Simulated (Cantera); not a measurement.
A closed system holds: 1 mol SiCl₄, 1.6 mol N₂, 33 mol H₂, equilibrated at 47.0 Pa.

Method: chemical equilibrium by Gibbs-energy minimisation in Cantera with the NASA 1993 tables (ideal gas, pure condensed phases). Candidate condensed phases: NH₄Cl, Si, Si₃N₄; 28 gas species. N₂ is the only nitrogen source here; it is nearly inert below about 1500 K, so the nitride shown seldom forms there in practice. Gases not in the tables: Si₂H₆ and higher silanes. Rates play no part.

Q: What share of the Si ends up in condensed phases as a function of T (K), at 775, 875, 975, 1075, 1175, 1275, 1375, 1475, 1575, 1675, 1775, 1875?

A: 
| T (K) | Si condensed (%) | as |
|---|---|---|
| 775 | 99.4 | Si₃N₄(s) |
| 875 | 99.6 | Si₃N₄(s) |
| 975 | 99.8 | Si₃N₄(s) |
| 1075 | 99.7 | Si₃N₄(s) |
| 1175 | 98.6 | Si₃N₄(s) |
| 1275 | 90.8 | Si₃N₄(s) |
| 1375 | 64.4 | Si₃N₄(s) |
| 1475 | 31.2 | Si(s) |
| 1575 | 28.3 | Si(s) |
| 1675 | 22.6 | Si(s) |
| 1775 | 11.0 | Si(l) |
| 1875 | 0.0 | - |
